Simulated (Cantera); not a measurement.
## Stirred combustor or abatement burner

A perfectly stirred reactor is fed with H2 : O2 : N2 = 1 : 0.5 : 1.88 (molar parts), equivalence ratio 1.0, at 1.00 atm; it is adiabatic with a 675 K inlet, and is followed from long to short residence time, starting on the burning branch (τ in s: 0.032, 0.015, 0.0076, 0.0037, 0.0018, 0.00091, 0.00045, 0.00022, 0.00011, 5.3e-05).

Computed with Cantera and GRI-Mech 3.0 (53 species, 325 reactions).

```tsv
τ (s)	T (K)	x H2	x O2	x H2O	x NO	x N2O
0.032	2547	0.0267	0.00853	0.303	0.00380	2.08e-7
0.015	2538	0.0274	0.00903	0.302	0.00323	1.95e-7
0.0076	2523	0.0284	0.00982	0.300	0.00249	1.77e-7
0.0037	2493	0.0305	0.0111	0.296	0.00162	1.52e-7
0.0018	2439	0.0340	0.0131	0.289	0.000891	1.23e-7
0.00091	2360	0.0384	0.0155	0.279	0.000442	9.81e-8
0.00045	2252	0.0434	0.0186	0.267	0.000205	8.09e-8
0.00022	2121	0.0482	0.0220	0.254	0.000107	7.12e-8
0.00011	1978	0.0520	0.0258	0.242	6.86e-5	6.54e-8
5.3e-5	1819	0.0557	0.0304	0.229	4.48e-5	6.00e-8
```
x: mole fraction; the columns are a selection and need not sum to one.
